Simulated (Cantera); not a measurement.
**Moist CO burnout**

An isothermal, constant-pressure homogeneous reactor starts with 0.107 % CO, 3.04 % O₂, 7.34 % H₂O, 89.5 % N₂, at 1198 K and 0.230 bar.

Model: GRI-Mech 3.0 (53 species, 325 reactions), integrated in Cantera.

```json
[
 {"t (s)": "1.00e-5", "x CO": "0.00107", "x O₂": "0.0304", "x H₂O": "0.0734", "x OH": "2.10e-12", "x H": "<1e-12"},
 {"t (s)": "2.61e-5", "x CO": "0.00107", "x O₂": "0.0304", "x H₂O": "0.0734", "x OH": "5.87e-12", "x H": "<1e-12"},
 {"t (s)": "6.81e-5", "x CO": "0.00107", "x O₂": "0.0304", "x H₂O": "0.0734", "x OH": "1.78e-11", "x H": "<1e-12"},
 {"t (s)": "0.000178", "x CO": "0.00107", "x O₂": "0.0304", "x H₂O": "0.0734", "x OH": "6.13e-11", "x H": "1.63e-12"},
 {"t (s)": "0.000464", "x CO": "0.00107", "x O₂": "0.0304", "x H₂O": "0.0734", "x OH": "2.40e-10", "x H": "8.30e-12"},
 {"t (s)": "0.00121", "x CO": "0.00107", "x O₂": "0.0304", "x H₂O": "0.0734", "x OH": "1.04e-9", "x H": "4.01e-11"},
 {"t (s)": "0.00316", "x CO": "0.00107", "x O₂": "0.0304", "x H₂O": "0.0734", "x OH": "7.12e-9", "x H": "2.82e-10"},
 {"t (s)": "0.00825", "x CO": "0.00107", "x O₂": "0.0304", "x H₂O": "0.0734", "x OH": "3.07e-7", "x H": "1.22e-8"},
 {"t (s)": "0.0215", "x CO": "0.000679", "x O₂": "0.0302", "x H₂O": "0.0732", "x OH": "0.000160", "x H": "2.04e-5"},
 {"t (s)": "0.0562", "x CO": "4.73e-5", "x O₂": "0.0299", "x H₂O": "0.0734", "x OH": "7.42e-5", "x H": "1.68e-6"},
 {"t (s)": "0.147", "x CO": "4.03e-6", "x O₂": "0.0299", "x H₂O": "0.0734", "x OH": "2.74e-5", "x H": "7.84e-8"},
 {"t (s)": "0.383", "x CO": "2.96e-7", "x O₂": "0.0299", "x H₂O": "0.0734", "x OH": "1.22e-5", "x H": "6.64e-9"},
 {"t (s)": "1.00", "x CO": "1.26e-8", "x O₂": "0.0299", "x H₂O": "0.0734", "x OH": "6.37e-6", "x H": "9.12e-10"}
]
```
x: mole fraction; the columns are a selection and need not sum to one.

Equilibrium at this temperature and pressure: CO 2.17e-10, O₂ 0.0299, H₂O 0.0734, OH 2.22e-6, H 4.16e-11 (gas phase only).
